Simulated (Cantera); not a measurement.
Charge: 1 mol Si, 18 mol HF, 0.44 mol H2, equilibrated at 1450 K and 1.00 bar.

These are equilibrium values from Cantera (NASA tables, ideal gas, pure condensed phases), not measurements of a reactor. Candidate condensed phases: Si; 25 gas species. Equilibrium is a limit: real reactors are often held back by kinetics, nucleation or transport.

### Question
What is the equilibrium state?

### Answer
| Property | Value |
|---|---|
| x(HF) | 0.803 |
| x(H2) | 0.140 |
| x(SiF4) | 0.0573 |
| x(H2F2) | 8.90e-6 |
| x(SiF3) | 4.33e-6 |
| x(H) | 3.54e-6 |
| x(SiHF3) | 3.38e-6 |
| gas amount | 17.44 mol |
| log10 activity of Si(s) (absent) | -12.91 |
